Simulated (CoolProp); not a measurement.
A single-stage vapour-compression cycle with R22: evaporating at 206.15 K (dew point), condensing at 250.15 K (bubble point), superheat 0 K, subcooling 2 K, compressor efficiency 0.8, no pressure losses. Each further row changes one setting.

Values from CoolProp's reference Helmholtz-energy equation of state, Kamei 1995.

```json
[
 {"case": "as stated", "cooling COP": "3.19", "pressure ratio": "8.82", "discharge temperature (K)": "315.0", "refrigerating effect (kJ/kg)": "204", "volumetric capacity (kJ/m³)": "257"},
 {"case": "evaporating temperature 211.15 K", "cooling COP": "3.77", "pressure ratio": "6.53", "discharge temperature (K)": "305.1", "refrigerating effect (kJ/kg)": "206", "volumetric capacity (kJ/m³)": "345"},
 {"case": "condensing temperature 245.15 K", "cooling COP": "___", "pressure ratio": "7.21", "discharge temperature (K)": "___", "refrigerating effect (kJ/kg)": "209", "volumetric capacity (kJ/m³)": "___"},
 {"case": "subcooling 7 K", "cooling COP": "3.27", "pressure ratio": "8.82", "discharge temperature (K)": "315.0", "refrigerating effect (kJ/kg)": "209", "volumetric capacity (kJ/m³)": "264"},
 {"case": "superheat 10 K", "cooling COP": "3.13", "pressure ratio": "8.82", "discharge temperature (K)": "327.2", "refrigerating effect (kJ/kg)": "209", "volumetric capacity (kJ/m³)": "252"},
 {"case": "compressor efficiency 0.7", "cooling COP": "2.79", "pressure ratio": "8.82", "discharge temperature (K)": "___", "refrigerating effect (kJ/kg)": "204", "volumetric capacity (kJ/m³)": "257"}
]
```

Question: Some entries are withheld; supply them.

Answer: 
- condensing temperature 245.15 K, cooling COP: 3.67
- condensing temperature 245.15 K, discharge temperature (K): 304.1
- condensing temperature 245.15 K, volumetric capacity (kJ/m³): 265
- compressor efficiency 0.7, discharge temperature (K): 328.1
